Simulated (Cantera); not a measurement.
Feed: 1 mol SrCl₂, 1.8 mol H₂, held at 1.33 mbar.

Equilibrium computed with Cantera from the NASA thermochemical tables; the gas is ideal and each condensed phase is pure. Candidate condensed phases: Sr, SrCl₂; 8 gas species. Rates play no part.

Q: Which condensed phases are stable at each of these points (T (K)): 723, 773, 823, 873, 923, 973, 1023, 1073, 1123, 1173, 1223, 1273?

A: 
```json
[
 {"T (K)": "723", "condensed phases": "SrCl₂(s)", "Sr condensed (%)": "100.0"},
 {"T (K)": "773", "condensed phases": "SrCl₂(s)", "Sr condensed (%)": "100.0"},
 {"T (K)": "823", "condensed phases": "SrCl₂(s)", "Sr condensed (%)": "100.0"},
 {"T (K)": "873", "condensed phases": "SrCl₂(s)", "Sr condensed (%)": "100.0"},
 {"T (K)": "923", "condensed phases": "SrCl₂(s)", "Sr condensed (%)": "100.0"},
 {"T (K)": "973", "condensed phases": "SrCl₂(s)", "Sr condensed (%)": "100.0"},
 {"T (K)": "1023", "condensed phases": "SrCl₂(s)", "Sr condensed (%)": "100.0"},
 {"T (K)": "1073", "condensed phases": "SrCl₂(s)", "Sr condensed (%)": "100.0"},
 {"T (K)": "1123", "condensed phases": "SrCl₂(s)", "Sr condensed (%)": "100.0"},
 {"T (K)": "1173", "condensed phases": "SrCl₂(l)", "Sr condensed (%)": "99.9"},
 {"T (K)": "1223", "condensed phases": "SrCl₂(l)", "Sr condensed (%)": "99.7"},
 {"T (K)": "1273", "condensed phases": "SrCl₂(l)", "Sr condensed (%)": "99.1"}
]
```

From 723 K to 1123 K the condensed part is SrCl₂(s). From 1173 K to 1273 K the condensed part is SrCl₂(l).
